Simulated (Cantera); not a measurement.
A closed system holds: 1 mol HF, 0.063 mol SO2, a varied amount of N2, equilibrated at 2425 °C and 87000 Pa.

These are equilibrium values from Cantera (NASA tables, ideal gas, pure condensed phases), not measurements of a reactor. Candidate condensed phases: H2O, H2SO4, S; 62 gas species. Rates play no part.

At 27 mol N2, list the 7 most abundant gas species with their mole fractions, and the condensed phases.

N2 0.960, HF 0.0347, SO 0.00108, NO 0.000937, F 0.000853, SO2 0.000767, H 0.000501. Condensed: gas only.
